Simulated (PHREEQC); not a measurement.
A made-up water analysis in mg/kgw, 90 °C, pH 5.97, pe 11.1: Na 0.0374; K 0.241; Ca 0.0454; Mg 0.0633; Cl 0.213; S(6) as SO4 0.293; Alkalinity as HCO3 0.177; Si as SiO2 0.00314; Li 0.000173; O(0) (dissolved oxygen) 0.000357.

Valence states are taken as typed.

The numbers come from PHREEQC with the ion-association model, phreeqc.dat.

| quantity | before | after |
|---|---|---|
| CO2 (mol/kgw) | 9.18e-6 | 3.44e-6 |
| HCO3- (mol/kgw) | 3.61e-6 | 2.70e-6 |
| MgSO4 (mol/kgw) | 6.95e-9 | 6.95e-9 |
| HSO4- (mol/kgw) | 1.70e-9 | 8.53e-10 |
| MgOH+ (mol/kgw) | 1.07e-9 | 2.13e-9 |
| CaSO4 (mol/kgw) | 8.67e-10 | 8.68e-10 |
| SI of Quartz (SiO2) | -4.09 | -4.09 |

Which change was made?
A. Cl from 0.213 to 0.426 mg/kgw
B. pH from 5.97 to 6.27 at the same alkalinity
C. all concentrations times 4 at the same typed pH
D. O(0) from 0.000357 to 0.000179 mg/kgw

B, pH from 5.97 to 6.27 at the same alkalinity

This is a speciation only: nothing precipitates in the calculation. Away from 25 °C the constants follow the database's enthalpies or fits; those with neither stay at their 25 °C values.
